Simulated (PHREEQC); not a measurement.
# Acid mine or pickling water: an equilibrium model

Synthetic water in mg/L, 20 °C, pH 3.09, pe 9:

| constituent | mg/L |
|---|---|
| Na | 164 |
| K | 63.7 |
| Ca | 53.9 |
| Mg | 31.9 |
| Cl | 22.4 |
| S(6) as SO4 | 869 |
| Mn(2) | 1.36 |
| N(5) as NO3 | 1.75 |
| Fe(3) | 69.1 |
| Cu(2) | 1.12 |
| F | 0.0273 |

Valence states are taken as typed.

Equilibrium calculation in PHREEQC: ion-association model, wateq4f.dat.

The ionic strength comes out as 0.0239 mol/kgw, the total alkalinity comes out as -3.41 meq/kg and the charge-balance error is 0.2 %.

```
species    molality  activity   log γ
---------  --------  --------  ------
Na+         0.00701   0.00606  -0.063
SO4-2       0.00678   0.00381  -0.250
K+          0.00159   0.00137  -0.066
Ca+2       0.000954  0.000542  -0.246
H+         0.000920  0.000813  -0.054
Mg+2       0.000907  0.000522  -0.240
FeSO4+     0.000845  0.000732  -0.062
Cl-        0.000632  0.000543  -0.066
MgSO4      0.000407  0.000409   0.002
CaSO4      0.000391  0.000393   0.002
HSO4-      0.000313  0.000271  -0.064
FeOH+2     0.000205  0.000116  -0.249
NaSO4-     0.000129  0.000112  -0.061
Fe(SO4)2-   6.93e-5   5.98e-5  -0.064
Fe+3        5.97e-5   1.96e-5  -0.483
```

Precipitation was switched off in this run. Saturation is exceeded, for instance for Jarosite-K, Jarosite-Na; the values hold only as long as no solid forms. Complexes and solids missing from the database can't appear. Fluoro complexes past AlF4- and FeF3 are missing from the database.
